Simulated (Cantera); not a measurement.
A closed system holds: 1 mol Mg(OH)2, 0.012 mol C, 0.049 mol H2O, at 1250 K and 1000 Pa.

Equilibrium computed with Cantera from the NASA thermochemical tables; the gas is ideal and each condensed phase is pure. Candidate condensed phases: C, C6H6, C7H8, C8H18, H2O, Mg, MgCO3, MgO, Mg(OH)2; 116 gas species. The numbers say what is thermodynamically allowed, not how fast it happens.

Problem. What is the equilibrium state?

Solution. 
| Quantity | Value |
|---|---|
| x(H2O) | 0.966 |
| x(H2) | 0.0222 |
| x(CO2) | 0.0109 |
| x(CO) | 0.000393 |
| n(MgO(s)) | 1.00 mol |
| gas amount | 1.061 mol |
| log10 activity of C(graphite) (absent) | -8.87 |
| log10 activity of Mg(l) (absent) | -13.58 |
